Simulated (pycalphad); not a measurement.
All values are pycalphad results on the COST 507 light-alloy database (1999) (1 atm), not direct measurements. The database dates from 1999; later assessments differ in places, in temperatures and in the compounds included.

Q: How does the equilibrium phase assembly of Al-0.7463Mn-14.1Si (wt.%) change on cooling from 1577 °C to 227 °C?

A: 
| T (°C) | phases above | phases below |
|---|---|---|
| 607.0 | liquid | ALMNSI_ALPHA + liquid |
| 599.4 | ALMNSI_ALPHA + liquid | ALMNSI_ALPHA + diamond (Si) + liquid |
| 576.4 | ALMNSI_ALPHA + diamond (Si) + liquid | ALMNSI_ALPHA + diamond (Si) + fcc |
Changes were sought between steps of 25 K, so a narrower field can be missed.

Database names, with the compositions (at.%) that they take in these runs: ALMNSI_ALPHA: Al 70 Mn 17 Si 12.
